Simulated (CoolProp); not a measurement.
The numbers come from the reference Helmholtz-energy equation of state, Thol 2016 in CoolProp.

Question: For hexamethyldisiloxane (MM), give the phase and the Joule-Thomson coefficient (K/MPa) at 217.3 K and 0.0241 MPa; 462.7 K and 0.022 MPa.

Answer: 
- 217.3 K and 0.0241 MPa: liquid; Joule-Thomson coefficient -0.504
- 462.7 K and 0.022 MPa: gas; Joule-Thomson coefficient 11.8
